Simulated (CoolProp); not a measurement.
Vapour-liquid equilibrium of ethane (1) + n-pentane (2) at 0.102 MPa; x and y are mole fractions of (1).

Model: multi-fluid Helmholtz-energy mixture model, Bücker 2006 and Thol 2019; pair parameters Kunz 2012, in CoolProp.

| x | bubble temperature (°C) | y at the bubble point | dew temperature at overall composition x (°C) | liquid density (mol/L) |
|---|---|---|---|---|
| 0.05 | … | 0.850 | … | 9.273 |
| 0.15 | -46.9 | 0.985 | 31.5 | … |
| 0.25 | -61.2 | 0.995 | 28.0 | 10.95 |
| 0.35 | -69.1 | 0.998 | 24.1 | 11.65 |
| 0.45 | -74.3 | 0.999 | 19.7 | 12.38 |
| 0.55 | -78.1 | 0.999 | 14.6 | 13.17 |
| 0.65 | -81.0 | 1.000 | 8.6 | 14.04 |
| 0.75 | -83.4 | 1.000 | 1.0 | 15.01 |
| 0.85 | -85.5 | 1.000 | -9.6 | 16.11 |
| 0.95 | -87.5 | 1.000 | -29.4 | 17.37 |

### Question
What belongs in the gaps?

### Answer

- 0.05, bubble temperature (°C): -9.7
- 0.05, dew temperature at overall composition x (°C): 34.7
- 0.15, liquid density (mol/L): 10.23

No azeotrope shows between x = 0.05 and 0.95.

The pair parameters rest on a limited set of measurements; away from them the model extrapolates. The gap from Raoult's law changes sign with composition, which may be real or a fault of the pair parameters; it wasn't checked against measurements.
